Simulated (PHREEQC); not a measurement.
Dissolve 0.046 mol HF, 0.00074 mol NH4HF2 and 0.017 mol H3PO4 per kg of water at 45 °C. Closed to the air; pH follows from the charge balance.

Equilibrium calculation in PHREEQC: ion-association model, wateq4f.dat.

Precipitation was switched off in this run.

Order these F species by the share of F that they hold, largest first: HF2-, F-, H2F2, HF.

HF (85 %), H2F2 (8.4 %), F- (5.2 %), HF2- (1.8 %)

The pH is 2.08 and the ionic strength 0.00998 mol/kgw. Species that the database lacks are ignored. wateq4f.dat counts part of the HF as a dimer, H2F2, which phreeqc.dat doesn't know; its constant is uncertain. H3PO4, which wateq4f.dat lacks, is added to it with the constant of phreeqc.dat. Away from 25 °C the constants follow the database's enthalpies or fits; those with neither stay at their 25 °C values.
